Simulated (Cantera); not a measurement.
## Gas activation for diamond growth

An isothermal, constant-pressure homogeneous reactor starts with CH4 : H2 = 0.014 : 1 (molar parts), at 1775 K and 100.0 Torr.

Detailed kinetics in Cantera: GRI-Mech 3.0 (53 species, 325 reactions). GRI-Mech 3.0 stops at C3 and has no aromatics, soot or wall deposition, so with more carbon than oxygen in the feed, carbon stays in small species such as C2H2 where larger ones or solid carbon would form.

| t (s) | x CH4 | x H2 | x C2H | x CH3 | x CH2 | x C2H4 | x C2H6 |
|---|---|---|---|---|---|---|---|
| 0.000400 | 0.0138 | 0.986 | <1e-12 | 1.88e-5 | 1.36e-9 | 2.41e-8 | 9.56e-9 |
| 0.000972 | 0.0138 | 0.986 | <1e-12 | 4.47e-5 | 7.79e-9 | 3.25e-7 | 6.23e-8 |
| 0.00236 | 0.0137 | 0.986 | 5.34e-12 | 0.000101 | 3.96e-8 | 3.25e-6 | 2.81e-7 |
| 0.00574 | 0.0135 | 0.986 | 2.05e-10 | 0.000179 | 1.24e-7 | 1.17e-5 | 7.00e-7 |
| 0.0139 | 0.0131 | 0.986 | 1.45e-9 | 0.000203 | 1.64e-7 | 1.47e-5 | 8.26e-7 |
| 0.0339 | 0.0121 | 0.986 | 4.38e-9 | 0.000189 | 1.54e-7 | 1.46e-5 | 7.17e-7 |
| 0.0823 | 0.0103 | 0.987 | 1.01e-8 | 0.000161 | 1.33e-7 | 1.46e-5 | 5.19e-7 |
| 0.200 | 0.00748 | 0.989 | 1.88e-8 | 0.000118 | 9.95e-8 | 1.57e-5 | 2.79e-7 |
| 0.486 | 0.00449 | 0.990 | 2.82e-8 | 7.18e-5 | 6.15e-8 | 1.82e-5 | 1.03e-7 |
| 1.18 | 0.00231 | 0.991 | 3.52e-8 | 3.72e-5 | 3.24e-8 | 2.10e-5 | 2.87e-8 |
| 2.87 | 0.00117 | 0.992 | 3.89e-8 | 1.89e-5 | 1.67e-8 | 2.27e-5 | 8.79e-9 |
| 6.97 | 0.000782 | 0.992 | 4.02e-8 | 1.27e-5 | 1.12e-8 | 2.34e-5 | 4.95e-9 |
| 16.9 | 0.000735 | 0.992 | 4.04e-8 | 1.19e-5 | 1.05e-8 | 2.35e-5 | 4.59e-9 |
| 41.2 | 0.000735 | 0.992 | 4.04e-8 | 1.19e-5 | 1.05e-8 | 2.35e-5 | 4.59e-9 |
| 100 | 0.000735 | 0.992 | 4.04e-8 | 1.19e-5 | 1.05e-8 | 2.35e-5 | 4.59e-9 |
x: mole fraction; the columns are a selection and need not sum to one.

Equilibrium at this temperature and pressure: CH4 0.000735, H2 0.992, C2H 4.04e-8, CH3 1.19e-5, CH2 1.05e-8, C2H4 2.35e-5, C2H6 4.59e-9 (gas phase only).
